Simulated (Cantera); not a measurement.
Cantera run, input and output.

```python
import numpy as np
import cantera as ct

gas = ct.Solution("gri30.yaml")
gas.TPX = 2275, 1333, {'CH4': 0.019, 'H2': 1}
inlet = ct.Reservoir(gas, clone=True)

reactor = ct.IdealGasConstPressureReactor(gas, energy="off", clone=False)
exhaust = ct.Reservoir(gas, clone=True)
tau = [11, 3.4, 1.1, 0.34, 0.11, 0.034, 0.011, 0.0034, 0.0011, 0.00035][0]
for a, b in ((inlet, reactor), (reactor, exhaust)):
    ct.MassFlowController(a, b, mdot=lambda t: reactor.mass / tau)
net = ct.ReactorNet([reactor])
show = ['CH4', 'H2', 'CH2', 'C2H4', 'CH3', 'C2H2']

rows = []
print(f"{'tau/s':>10s}{'T/K':>9s}" + "".join(f"{s:>11s}" for s in show))
for tau in [11, 3.4, 1.1, 0.34, 0.11, 0.034, 0.011, 0.0034, 0.0011, 0.00035]:
    net.initial_time = 0.0
    net.advance(30 * tau)
    before = gas.X
    net.advance(40 * tau)
    drift = np.max(np.abs(gas.X - before) / (gas.X + 1e-9))
    rows.append([gas.T, *gas[show].X, drift])
    print(f"{tau:10.3e}{gas.T:9.1f}" + "".join(f"{x:11.3e}" for x in gas[show].X))
```

It prints:

```
     tau/s      T/K        CH4         H2        CH2       C2H4        CH3       C2H2
 1.100e+01   2275.0  2.236e-05  9.245e-01  3.223e-06  2.084e-07  3.021e-05  8.791e-03
 3.400e+00   2275.0  5.154e-05  9.322e-01  5.674e-06  2.582e-07  6.102e-05  8.798e-03
 1.100e+00   2275.0  1.486e-04  9.452e-01  9.524e-06  4.272e-07  1.349e-04  8.777e-03
 3.400e-01   2275.0  4.847e-04  9.579e-01  1.521e-05  1.061e-06  3.108e-04  8.586e-03
 1.100e-01   2275.0  1.354e-03  9.656e-01  2.240e-05  3.272e-06  6.406e-04  8.033e-03
 3.400e-02   2275.0  3.474e-03  9.702e-01  3.067e-05  1.104e-05  1.233e-03  6.716e-03
 1.100e-02   2275.0  7.466e-03  9.723e-01  3.493e-05  2.927e-05  1.986e-03  4.384e-03
 3.400e-03   2275.0  1.323e-02  9.741e-01  2.561e-05  4.531e-05  2.282e-03  1.420e-03
 1.100e-03   2275.0  1.698e-02  9.776e-01  7.196e-06  2.077e-05  1.319e-03  1.201e-04
 3.500e-04   2275.0  1.813e-02  9.800e-01  9.538e-07  2.720e-06  4.846e-04  3.175e-06
```

Model: GRI-Mech 3.0 (53 species, 325 reactions), integrated in Cantera. GRI-Mech 3.0 stops at C3 and has no aromatics, soot or wall deposition, so with more carbon than oxygen in the feed, carbon stays in small species such as C2H2 where larger ones or solid carbon would form. Radical loss at walls, strong at low pressure, is not modelled.
